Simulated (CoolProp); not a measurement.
Vapour-liquid equilibrium of R125 (1) + R236EA (2) at 7.82 bar; x and y are mole fractions of (1).

The numbers come from the multi-fluid Helmholtz-energy mixture model, Lemmon 2005 and Rui 2013; pair parameters Bell 2016 in CoolProp.

```tsv
x	bubble temperature, mixture model (K)	bubble temperature, Raoult's law (K)	y, mixture model	y, Raoult's law
0.05	337.0	335.8	0.161	0.215
0.15	326.1	323.9	0.412	0.495
0.25	316.9	314.5	0.585	0.663
0.35	309.1	306.8	0.706	0.771
0.45	302.4	300.5	0.792	0.843
0.55	296.7	295.1	0.854	0.894
0.65	291.8	290.5	0.901	0.930
0.75	287.4	286.4	0.938	0.957
0.85	283.4	282.8	0.966	0.978
0.95	279.8	279.6	0.990	0.993
```

The largest gap from Raoult's law is +2.4 K in bubble temperature, at x = 0.25. No azeotrope shows between x = 0.05 and 0.95.

Pair parameters are fitted to limited data, so mixtures are less certain than the pure fluids.
